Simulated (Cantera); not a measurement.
A closed system holds: 1 mol SiCl4, 2.9 mol Cl2, 5.3 mol H2, held at 1227 °C and 668 Torr.

Method: chemical equilibrium by Gibbs-energy minimisation in Cantera with the NASA 1993 tables (ideal gas, pure condensed phases). Candidate condensed phases: Si; 19 gas species. The tables' values for SiCl3 are old estimates; treat these amounts as uncertain. The numbers say what is thermodynamically allowed, not how fast it happens.

Base state: HCl 0.645, H2 0.247, SiCl4 0.0916, SiCl3 0.00947, SiHCl3 0.00364, SiCl2 0.00311, SiH2Cl2 2.30e-5, Cl 1.95e-5 (mole fractions); condensed: gas only.

What changes in the equilibrium state with this change: Cl2 from 2.9 to 1.5 mol?


```tsv
species	before	after
H2	0.247	0.446
HCl	0.645	0.428
SiCl4	0.0916	0.0861
SiCl2	0.00311	0.0120
SiCl3	0.00947	0.0180
SiH2Cl2	2.30e-5	0.000160
SiHCl3	0.00364	0.00930
Cl	1.95e-5	9.64e-6
H	9.28e-6	1.25e-5
```
